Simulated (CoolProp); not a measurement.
A Linde-Hampson liquefier for normal hydrogen: isothermal reversible compression at 280 K from 1 atm to 20 MPa, throttling to 1 atm, return gas leaving the recuperator 10 K below the feed. Each further row changes one setting.

Model: reference Helmholtz-energy equation of state, Leachman 2009, in CoolProp.

| case | compression work (kJ/kg of gas) |
|---|---|
| as stated | 6250 |
| high pressure 40 MPa | 7200 |
| warm-end temperature 310 K | 6910 |
| warm-end gap 15 K | 6250 |
